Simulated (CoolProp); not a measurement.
Model: reference Helmholtz-energy equation of state, Gao 2022, in CoolProp.

Task: For n-perfluorohexane, give the phase and the density (kg/m³), isothermal compressibility (1/MPa), expansivity (1/kK), fugacity coefficient at 145.85 °C and 5.87 MPa.

Result: 
- 145.85 °C and 5.87 MPa: liquid; density 1330, isothermal compressibility 0.0128, expansivity 2.87, fugacity coefficient 0.183
